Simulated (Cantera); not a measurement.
Cantera with NASA thermochemical tables; ideal gases at 1 bar, condensed phases pure. Values are per mole of reaction as written; species without (g) are pure solids or liquids, kept so even where they would boil at 1 bar. TaC: taken at fixed stoichiometry.

Q: Between 300 and 1598 K, where is each reaction favourable under standard conditions?
- 7 Ta + C3H8(g) + 4 HCN(g) ⇌ 4 NH3(g) + 7 TaC

A: 
- 7 Ta + C3H8(g) + 4 HCN(g) ⇌ 4 NH3(g) + 7 TaC: ΔG° is -1538 kJ at 300 K and -1166 kJ at 1598 K; it stays negative (K > 1). ΔH° is -1610 kJ and ΔS° -278 J/K at 1598 K.
